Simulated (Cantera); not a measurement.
Thermodynamics of carbothermic reduction, feed SiO₂ + CH₄ + N₂

A closed system holds: 1 mol SiO₂, a varied amount of CH₄, 0.79 mol N₂, held at 1677 °C and 1 atm.

Cantera equilibrium calculation (NASA polynomials, part measured and part estimated; ideal gas, pure solids and liquids). Candidate condensed phases: C, C₆H₆, C₇H₈, C₈H₁₈, H₂O, Si, SiC, SiO₂, Si₂N₂O, Si₃N₄; 151 gas species. Mutual solubility and eutectic melting of coexisting phases are not modelled. The tables hold silica as quartz up to 1696 K and as liquid above; real silica turns to tridymite and cristobalite and melts near 1996 K. Kinetics and transport are ignored.

```
n(CH₄) (mol)   x H₂    x N₂   x CO   x SiO  n SiO₂(condensed)  n Si₂N₂O(s)  n SiC(s)
------------  -----  ------  -----  ------  -----------------  -----------  --------
0.34          0.384   0.393  0.192  0.0288              0.756       0.0966         0
0.49          0.447   0.297  0.224  0.0317              0.650        0.140         0
0.63          0.486   0.235  0.243  0.0342              0.550        0.181         0
0.78          0.516   0.188  0.258  0.0369              0.442        0.223         0
0.93          0.538   0.152  0.269  0.0396              0.334        0.265         0
1.1           0.556   0.121  0.278  0.0427              0.210        0.311         0
1.2           0.565   0.107  0.283  0.0445              0.136        0.337         0
1.4           0.584  0.0813  0.292  0.0417                  0        0.400         0
1.5           0.606  0.0734  0.296  0.0231                  0        0.425    0.0350
1.7           0.619  0.0787  0.278  0.0216                  0        0.356     0.169
```
x: gas mole fraction; n: condensed amount in mol.

From 0.34 mol CH₄ to 1.2 mol CH₄ the condensed part is SiO₂(condensed) + Si₂N₂O(s). At 1.4 mol CH₄ the condensed part is Si₂N₂O(s). From 1.5 mol CH₄ to 1.7 mol CH₄ the condensed part is SiC(s) + Si₂N₂O(s). The main Si-bearing gas is SiO throughout. The share of Si in condensed phases is highest at 0.34 mol CH₄ (94.9 %) and lowest at 1.4 mol CH₄ (80.0 %).
